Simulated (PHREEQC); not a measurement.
3.8 g of hydrous ferric oxide (600 m²/g; 0.2 weak and 0.005 strong sites per Fe, Dzombak-Morel constants, diffuse double layer) in 1 kg of water with 0.05 mol/kgw of an inert sodium salt and 9.4e-06 mol Na2HAsO4, at 25 °C; the pH is set by adding NaOH or the inert anion's acid. Oxygen is held at 0.21 atm. No CO2 enters from the air. No solid was allowed to form.

Model: ion-association model, wateq4f.dat, run in PHREEQC.

```json
[
 {"pH": "4", "As sorbed (%)": "100.0", "surface charge σ (C/m²)": "0.296", "surface potential ψ (mV)": "158"},
 {"pH": "4.5", "As sorbed (%)": "100.0", "surface charge σ (C/m²)": "0.241", "surface potential ψ (mV)": "148"},
 {"pH": "5", "As sorbed (%)": "100.0", "surface charge σ (C/m²)": "0.182", "surface potential ψ (mV)": "134"},
 {"pH": "5.5", "As sorbed (%)": "100.0", "surface charge σ (C/m²)": "0.131", "surface potential ψ (mV)": "118"},
 {"pH": "6", "As sorbed (%)": "100.0", "surface charge σ (C/m²)": "0.089", "surface potential ψ (mV)": "99"},
 {"pH": "6.5", "As sorbed (%)": "100.0", "surface charge σ (C/m²)": "0.057", "surface potential ψ (mV)": "78"},
 {"pH": "7", "As sorbed (%)": "100.0", "surface charge σ (C/m²)": "0.034", "surface potential ψ (mV)": "55"},
 {"pH": "7.5", "As sorbed (%)": "100.0", "surface charge σ (C/m²)": "0.017", "surface potential ψ (mV)": "31"},
 {"pH": "8", "As sorbed (%)": "100.0", "surface charge σ (C/m²)": "0.003", "surface potential ψ (mV)": "5"},
 {"pH": "8.5", "As sorbed (%)": "100.0", "surface charge σ (C/m²)": "-0.011", "surface potential ψ (mV)": "-20"},
 {"pH": "9", "As sorbed (%)": "99.9", "surface charge σ (C/m²)": "-0.026", "surface potential ψ (mV)": "-45"},
 {"pH": "9.5", "As sorbed (%)": "99.6", "surface charge σ (C/m²)": "-0.047", "surface potential ψ (mV)": "-69"},
 {"pH": "10", "As sorbed (%)": "98.3", "surface charge σ (C/m²)": "-0.075", "surface potential ψ (mV)": "-90"},
 {"pH": "10.5", "As sorbed (%)": "93.6", "surface charge σ (C/m²)": "-0.112", "surface potential ψ (mV)": "-110"},
 {"pH": "11", "As sorbed (%)": "79.0", "surface charge σ (C/m²)": "-0.160", "surface potential ψ (mV)": "-127"},
 {"pH": "11.5", "As sorbed (%)": "46.8", "surface charge σ (C/m²)": "-0.219", "surface potential ψ (mV)": "-142"},
 {"pH": "12", "As sorbed (%)": "17.1", "surface charge σ (C/m²)": "-0.283", "surface potential ψ (mV)": "-151"}
]
```
